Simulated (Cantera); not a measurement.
A closed system holds: 1 mol PbO, 0.96 mol O₂, 17 mol N₂, 0.74 mol CO, at 0.100 bar.

Method: chemical equilibrium by Gibbs-energy minimisation in Cantera with the NASA 1993 tables (ideal gas, pure condensed phases). Candidate condensed phases: C, Pb, PbO, PbO₂, Pb₃O₄; 27 gas species. Gases not in the tables: (PbO)n polymers. Rates play no part. All values below are at 1273 K.

Base state: N₂ 0.925, CO₂ 0.0403, O₂ 0.0320, PbO 0.00280, NO 0.000140, Pb 4.01e-5 (mole fractions); condensed: PbO(l).

### Question
What changes in the equilibrium state with this change: CO from 0.74 to 1.1 mol?

### Answer
| species | before | after |
|---|---|---|
| N₂ | 0.925 | 0.916 |
| CO₂ | 0.0403 | 0.0593 |
| O₂ | 0.0320 | 0.0221 |
| PbO | 0.00280 | 0.00280 |
| NO | 0.000140 | 0.000116 |
| Pb | 4.01e-5 | 4.84e-5 |
| PbO(l), mol | 0.948 | 0.947 |
